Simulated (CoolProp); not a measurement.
Saturation properties of tetrahydrofuran (Tc = 540.2 K, pc = 5.304 MPa, ω = 0.234).

The numbers come from the reference Helmholtz-energy equation of state, Fiedler 2023 in CoolProp.

```tsv
T (K)	p (MPa)	vapour density (kg/m³)	liquid cp (kJ/(kg K))
253	0.001943	0.06669	1.580
279.7	___	0.2812	___
306.4	0.03072	0.8794	1.754
333.1	0.08314	___	1.859
359.9	0.1902	___	1.973
386.6	0.3811	9.240	2.095
413.3	0.6911	16.38	2.229
440	1.159	27.45	2.384
466.8	1.834	44.60	2.586
493.5	2.764	72.19	___
520.2	___	125.2	3.957
```

Q: What belongs in the gaps?

A: 
- 279.7, p (MPa): 0.009030
- 279.7, liquid cp (kJ/(kg K)): 1.660
- 333.1, vapour density (kg/m³): 2.218
- 359.9, vapour density (kg/m³): 4.800
- 493.5, liquid cp (kJ/(kg K)): 2.919
- 520.2, p (MPa): 4.031

It boils at 339.1 K under 1 atm.
